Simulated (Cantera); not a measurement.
An isothermal, constant-pressure homogeneous reactor starts with NO : N2 = 1 : 0.26 (molar parts), at 1450 K and 1.00 bar.

Computed with Cantera and GRI-Mech 3.0 (53 species, 325 reactions).

x: mole fraction; the columns are a selection and need not sum to one.

| t (s) | x NO | x O | x N2 | x NO2 | x O2 | x N2O |
|---|---|---|---|---|---|---|
| 0.000500 | 0.794 | 1.51e-8 | 0.206 | 1.47e-6 | 4.23e-10 | 1.48e-6 |
| 0.00127 | 0.794 | 1.57e-8 | 0.206 | 3.78e-6 | 1.90e-9 | 3.73e-6 |
| 0.00322 | 0.794 | ? | 0.206 | 9.74e-6 | 1.06e-8 | 9.33e-6 |
| 0.00816 | 0.794 | ? | 0.206 | 2.55e-5 | 7.33e-8 | 2.28e-5 |
| 0.0207 | 0.794 | ? | 0.206 | 6.86e-5 | 6.38e-7 | 5.30e-5 |
| 0.0525 | 0.793 | ? | 0.206 | 0.000189 | 7.16e-6 | 0.000109 |
| 0.133 | 0.793 | ? | 0.207 | 0.000447 | 8.45e-5 | 0.000174 |
| 0.338 | 0.791 | ? | 0.207 | 0.000656 | 0.000573 | 0.000201 |
| 0.857 | 0.788 | ? | 0.209 | 0.000775 | 0.00204 | 0.000201 |
| 2.17 | 0.780 | ? | 0.213 | 0.000996 | 0.00576 | 0.000196 |
| 5.51 | 0.761 | ? | 0.222 | 0.00138 | 0.0149 | 0.000187 |
| 14.0 | 0.717 | ? | 0.244 | 0.00192 | 0.0366 | 0.000165 |
| 35.5 | 0.626 | ? | 0.290 | 0.00246 | 0.0820 | 0.000125 |
| 90.0 | 0.473 | ? | 0.366 | 0.00257 | 0.158 | 7.10e-5 |

**Question.** Complete the blanks.

**Answer.** 
- 0.00322, x O: 1.72e-8
- 0.00816, x O: 2.10e-8
- 0.0207, x O: 3.10e-8
- 0.0525, x O: 5.60e-8
- 0.133, x O: 1.03e-7
- 0.338, x O: 1.38e-7
- 0.857, x O: 1.61e-7
- 2.17, x O: 2.04e-7
- 5.51, x O: 2.83e-7
- 14.0, x O: 4.11e-7
- 35.5, x O: 5.95e-7
- 90.0, x O: 8.15e-7
